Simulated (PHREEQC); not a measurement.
## Metal-bearing waste water with silver or lead bath (model solution)

Solution A (0.0094 mol/kgw NiSO4, 0.013 mol/kgw CaCl2 and 0.18 mol/kgw NaCl) is mixed with solution B (0.0073 mol Ag2SO4 and 0.0024 mol NaNO3 per kg of water) at 25 °C; shares are by mass of water, 1 kg in all. O2 is buffered at 0.21 atm. The system is closed to CO2. The run lets Gypsum, Portlandite, Ni(OH)2, Ni4(OH)6SO4, Cerargyrite, Ag2O, Ag2SO4, Halite, Mirabilite, Morenosite precipitate or redissolve, and no other solid.

The series has 21 steps of share of solution B, from 0 to 1.

Computed with PHREEQC (ion-association model, wateq4f.dat).

Question: Which solids form, in which order, and at which step of the series does each first stand?

Answer: Cerargyrite from share of solution B = 0.05 (pH 6.28), last present at share of solution B = 0.95.

Complexes and solids missing from the database can't appear.
